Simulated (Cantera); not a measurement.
Input (Python, Cantera):

```python
import numpy as np
import cantera as ct

gas = ct.Solution("gri30.yaml", transport_model="mixture-averaged")
show = ['CO2', 'O', 'CH3']

rows = []
print(f"{'T/K':>7s}{'rho':>11s}{'cp':>10s}{'mu':>11s}{'lambda':>11s}{'Pr':>7s}" + "".join(f"{'D_' + s:>11s}" for s in show))
for T in [400, 500, 600, 700, 800, 900, 1000, 1100]:
    gas.TPX = T, 1000000, {'C2H4': 0.43, 'C2H6': 0.55, 'H2': 0.37}
    Pr = gas.cp_mass * gas.viscosity / gas.thermal_conductivity
    D = [gas.mix_diff_coeffs_mole[gas.species_index(s)] for s in show]
    rows.append([gas.density, gas.cp_mass, gas.viscosity, gas.thermal_conductivity, Pr, *D])
    print(f"{T:7g}{gas.density:11.4e}{gas.cp_mass:10.1f}{gas.viscosity:11.4e}"
          f"{gas.thermal_conductivity:11.4e}{Pr:7.3f}" + "".join(f"{d:11.4e}" for d in D))
print("SI units: kg/m3, J/kg/K, Pa s, W/m/K, m2/s")
```

Result:

```
    T/K        rho        cp         mu     lambda     Pr      D_CO2        D_O      D_CH3
    400 6.5365e+00    2361.4 1.3125e-05 6.6617e-02  0.465 2.5215e-06 5.1245e-06 3.5865e-06
    500 5.2292e+00    2738.8 1.5953e-05 8.6916e-02  0.503 3.8193e-06 7.5851e-06 5.3659e-06
    600 4.3577e+00    3083.2 1.8549e-05 1.0770e-01  0.531 5.3217e-06 1.0399e-05 7.4106e-06
    700 3.7351e+00    3378.9 2.0959e-05 1.2858e-01  0.551 7.0120e-06 1.3541e-05 9.7003e-06
    800 3.2682e+00    3626.2 2.3216e-05 1.4936e-01  0.564 8.8772e-06 1.6993e-05 1.2220e-05
    900 2.9051e+00    3841.8 2.5346e-05 1.6991e-01  0.573 1.0907e-05 2.0739e-05 1.4956e-05
   1000 2.6146e+00    4058.2 2.7367e-05 1.9017e-01  0.584 1.3094e-05 2.4765e-05 1.7900e-05
   1100 2.3769e+00    4232.7 2.9297e-05 2.1011e-01  0.590 1.5429e-05 2.9063e-05 2.1043e-05
SI units: kg/m3, J/kg/K, Pa s, W/m/K, m2/s
```

Detailed kinetics in Cantera: GRI-Mech 3.0 (53 species, 325 reactions). The composition is frozen, though it would react at the higher temperatures.
